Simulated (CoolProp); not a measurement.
Vapour-liquid equilibrium of nitrogen (1) + carbon monoxide (2) at -176.45 °C; x and y are mole fractions of (1).

Values from CoolProp's multi-fluid Helmholtz-energy mixture model, Span 2000 and Lemmon 2006; pair parameters Gernert 2013.

Give the bubble pressure and the first vapour's composition at x = 0.05, 0.5, 0.8. Is there an azeotrope?

x = 0.05: 0.4338 MPa, y = 0.071; x = 0.5: 0.5289 MPa, y = 0.581; x = 0.8: 0.5833 MPa, y = 0.839. No azeotrope shows between x = 0.05 and 0.95.

Pair parameters are fitted to limited data, so mixtures are less certain than the pure fluids.
